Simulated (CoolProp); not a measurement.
The numbers come from the reference Helmholtz-energy equation of state, Thol 2019 in CoolProp.

**Question.** Give the vapour pressure (MPa), vapour density (kg/m³), enthalpy of vaporisation (kJ/kg), liquid cp (kJ/(kg K)) of saturated tetradecamethylhexasiloxane (MD4M) at 534.2, 560.5, 573.7 K.

**Answer.** 
```tsv
T (K)	p (MPa)	vapour density (kg/m³)	enthalpy of vaporisation (kJ/kg)	liquid cp (kJ/(kg K))
534.2	0.104	12.3	96.8	2.20
560.5	0.179	21.6	86.5	2.26
573.7	0.230	28.4	80.8	2.30
```
